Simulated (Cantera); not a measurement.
Cantera run:

```python
import numpy as np
import cantera as ct

gas_names = """
    N NO NO2 NO3 N2 N2O O O2 O3 Pb PbO Pb2
""".split()
cond_names = """
    Pb(cr) Pb(L) PbO(rd) PbO(yw) PbO(L) PbO2(s) Pb3O4(s)
""".split()


# ... load() reads the species with a 1 bar reference pressure and builds the phases ...
atoms = {
    'PbO': {'Pb': 1, 'O': 1},
    'N2': {'N': 2},
    'O2': {'O': 2},
}
top_T = {'Pb3O4(s)': 820}  # K; cautious upper limits of use, not melting points


# ... equilibrate(T, P, feed) seeds the gas with the atoms and calls Mixture.equilibrate('TP', solver="vcs", rtol=1e-11, max_steps=5000) ...
results = []
feed = {'PbO': 1, 'N2': 5.1, 'O2': 0.37}  # mol
T = 750  # K
P = 300000  # Pa
mix = equilibrate(T, P, feed)
results.append((T, P, feed, dict(zip(mix.species_names, mix.species_moles))))
x = sorted(zip(gas.X, gas.species_names), reverse=True)
print(f"T = {T:g} K  P = {P:g} Pa  gas = {mix.phase_moles(0):.4g} mol")
print("   x: " + "  ".join(f"{s} {v:.3e}" for v, s in x if v > 1e-06))
print("   condensed (mol): " + ("  ".join(f"{mix.phase(i).name} {mix.phase_moles(i):.4g}"
      for i in range(1, mix.n_phases) if mix.phase_moles(i) > 1e-12) or "none"))
```

Output:

```
T = 750 K  P = 300000 Pa  gas = 5.47 mol
   x: N2 9.324e-01  O2 6.764e-02
   condensed (mol): PbO(rd) 1
```

These are equilibrium values from Cantera (NASA tables, ideal gas, pure condensed phases), not measurements of a reactor.
